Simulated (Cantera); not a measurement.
Charge: 1 mol AlCl3, 9.6 mol N2, 780 mol H2, equilibrated at 1798.15 K and 1.00 Torr.

These are equilibrium values from Cantera (NASA tables, ideal gas, pure condensed phases), not measurements of a reactor. Candidate condensed phases: Al, AlCl3, AlN, NH4Cl; 20 gas species. Kinetics and transport are ignored.

Base state: H2 0.975, N2 0.0121, H 0.00953, HCl 0.00255, AlCl 0.00120, Al 5.48e-5, Cl 1.91e-5 (mole fractions); condensed: gas only.

What changes in the equilibrium state with this change: temperature from 1798.15 K to 1573 K?


| species | before | after |
|---|---|---|
| H2 | 0.975 | 0.983 |
| N2 | 0.0121 | 0.0121 |
| HCl | 0.00255 | 0.00252 |
| H | 0.00953 | 0.00110 |
| AlCl | 0.00120 | 0.00125 |
| Al | 5.48e-5 | 3.66e-6 |
| Cl | 1.91e-5 | 2.25e-6 |
